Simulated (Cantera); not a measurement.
Input (Python, Cantera) and output of one run.

```python
import numpy as np
import cantera as ct

gas_names = [...]  # 113 gases of nasa_gas.yaml made of C, Cu, H, O
cond_names = """
    C(gr) C6H6(L) C7H8(L) C8H18(L),n-octa Cu(cr) Cu(L) CuO(s) CuO2H2(s) Cu2O(s) Cu2O(L) H2O(s) H2O(L)
""".split()


# ... load() reads the species with a 1 bar reference pressure and builds the phases ...
atoms = {
    'Cu2O': {'Cu': 2, 'O': 1},
    'H2': {'H': 2},
    'CH4': {'C': 1, 'H': 4},
}
top_T = {'C(gr)': 4500, 'CuO(s)': 1390}  # K; cautious upper limits of use, not melting points


# ... equilibrate(T, P, feed) seeds the gas with the atoms and calls Mixture.equilibrate('TP', solver="vcs", rtol=1e-11, max_steps=5000) ...
results = []
feed = {'Cu2O': 1, 'H2': 790, 'CH4': 0.0032}  # mol
P = 12  # Pa
for T in [800, 1000, 1200, 1400, 1600, 1800, 2000]:
    mix = equilibrate(T, P, feed)
    results.append((T, P, feed, dict(zip(mix.species_names, mix.species_moles))))
    x = sorted(zip(gas.X, gas.species_names), reverse=True)
    print(f"T = {T:g} K  P = {P:g} Pa  gas = {mix.phase_moles(0):.4g} mol")
    print("   x: " + "  ".join(f"{s} {v:.3e}" for v, s in x if v > 1e-05))
    print("   condensed (mol): " + ("  ".join(f"{mix.phase(i).name} {mix.phase_moles(i):.4g}"
          for i in range(1, mix.n_phases) if mix.phase_moles(i) > 1e-12) or "none"))
```

Output:

```
T = 800 K  P = 12 Pa  gas = 790 mol
   x: H2 9.987e-01  H2O 1.262e-03
   condensed (mol): Cu(cr) 2
T = 1000 K  P = 12 Pa  gas = 790 mol
   x: H2 9.987e-01  H2O 1.262e-03
   condensed (mol): Cu(cr) 2
T = 1200 K  P = 12 Pa  gas = 790.1 mol
   x: H2 9.986e-01  H2O 1.262e-03  Cu 1.023e-04  H 1.800e-05
   condensed (mol): Cu(cr) 1.919
T = 1400 K  P = 12 Pa  gas = 792.2 mol
   x: H2 9.958e-01  Cu 2.524e-03  H2O 1.258e-03  H 4.431e-04
   condensed (mol): none
T = 1600 K  P = 12 Pa  gas = 794 mol
   x: H2 9.913e-01  H 4.941e-03  Cu 2.519e-03  H2O 1.255e-03
   condensed (mol): none
T = 1800 K  P = 12 Pa  gas = 804.9 mol
   x: H2 9.642e-01  H 3.209e-02  Cu 2.485e-03  H2O 1.236e-03
   condensed (mol): none
T = 2000 K  P = 12 Pa  gas = 850.5 mol
   x: H2 8.589e-01  H 1.376e-01  Cu 2.351e-03  H2O 1.151e-03  OH 1.842e-05
   condensed (mol): none
```

Method: chemical equilibrium by Gibbs-energy minimisation in Cantera with the NASA 1993 tables (ideal gas, pure condensed phases).
